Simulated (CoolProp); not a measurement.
A simple Rankine cycle with water: condensing at 309.15 K, boiler at 0.764 MPa, turbine inlet 591.7 K, turbine efficiency 0.8, pump efficiency 0.7, no recuperator. Each further row changes one setting.

Values from CoolProp's reference Helmholtz-energy equation of state, Wagner 2002.

| case | thermal efficiency (%) | net work (kJ/kg) | heat in (kJ/kg) | turbine exit temperature (K) | volume ratio over the turbine |
|---|---|---|---|---|---|
| as stated | 22.8 | 673 | 2940 | 309.2 | 64.0 |
| turbine inlet 611.7 K | 23.1 | ? | 2990 | 309.2 | 62.5 |
| condensing temperature 301.15 K | ? | 717 | 2980 | 301.2 | 96.9 |
| boiler pressure 0.535 MPa | 21.5 | 635 | 2950 | 309.2 | 45.5 |
| turbine efficiency 0.7 | 20.0 | 588 | 2940 | 309.2 | ? |

**Question.** Some entries are withheld; supply them.

**Answer.** 
- turbine inlet 611.7 K, net work (kJ/kg): 689
- condensing temperature 301.15 K, thermal efficiency (%): 24.1
- turbine efficiency 0.7, volume ratio over the turbine: 66.4

The expansion ends wet for: as stated; turbine inlet 611.7 K; condensing temperature 301.15 K; boiler pressure 0.535 MPa; turbine efficiency 0.7.
